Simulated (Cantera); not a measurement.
Input: 1 mol FeS2, 0.6 mol O2, 0.74 mol H2O, at 1398 K and 1.10 bar.

Method: chemical equilibrium by Gibbs-energy minimisation in Cantera with the NASA 1993 tables (ideal gas, pure condensed phases). FeS: taken at fixed stoichiometry. Rates play no part.

```csv
species,before,after
H2O,0.446,0.447
SO2,0.406,0.408
S2,0.104,0.101
H2S,0.0249,0.0320
H2,0.0119,0.00510
SO,0.00149,0.000333
SH,0.000369,9.53e-5
S2O,0.00609,0.00627
"FeS(s), mol",1.000,1.00
```
Gas species are given as mole fractions.

**Question.** Name the change that produced these shifts.
(A) temperature from 1398 K to 623.15 K
(B) O2 from 0.6 to 0.45 mol
(C) temperature from 1398 K to 1223 K
(D) O2 from 0.6 to 1.4 mol

**Answer.** C, temperature from 1398 K to 1223 K. Gases not in the tables: S3 to S7
